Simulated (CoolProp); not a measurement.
Vapour-liquid equilibrium of R143a (1) + R236FA (2) at 360 kPa; x and y are mole fractions of (1).

Computed with CoolProp (multi-fluid Helmholtz-energy mixture model, Lemmon and Jacobsen 2000 and Pan 2012; pair parameters Bell 2016).

**Question.** Give the bubble temperature and the first vapour's composition at x = 0.2, 0.875, 0.95. Is there an azeotrope?

**Answer.** x = 0.2: 19.0 °C, y = 0.482; x = 0.875: -12.7 °C, y = 0.976; x = 0.95: -15.0 °C, y = 0.991. No azeotrope shows between x = 0.05 and 0.95.

The pair parameters rest on a limited set of measurements; away from them the model extrapolates.
